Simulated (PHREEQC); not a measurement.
Consider water at 71 °C with 0.015 mol MgBr2 per kg of water. Closed to the air; pH follows from the charge balance.

The numbers come from PHREEQC with the ion-association model, phreeqc.dat.

This is a speciation only: nothing precipitates in the calculation.

What specific conductance does the model give?

specific conductance 7040 µS/cm.

Complexes and solids missing from the database can't appear. Away from 25 °C the constants follow the database's enthalpies or fits; those with neither stay at their 25 °C values.
